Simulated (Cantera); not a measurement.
Input: 1 mol BN, 14 mol H₂O, 9.8 mol N₂, at 13300 Pa.

Method: chemical equilibrium by Gibbs-energy minimisation in Cantera with the NASA 1993 tables (ideal gas, pure condensed phases). Candidate condensed phases: B, BN, B₂O₃, B₃O₃H₃, H₂O; 39 gas species. The numbers say what is thermodynamically allowed, not how fast it happens.

Problem. At 1773 K, list the 4 most abundant gas species with their mole fractions, and the condensed phases.

Solution. H₂O 0.484, N₂ 0.415, H₂ 0.0604, HBO₂ 0.0398. Condensed: gas only.
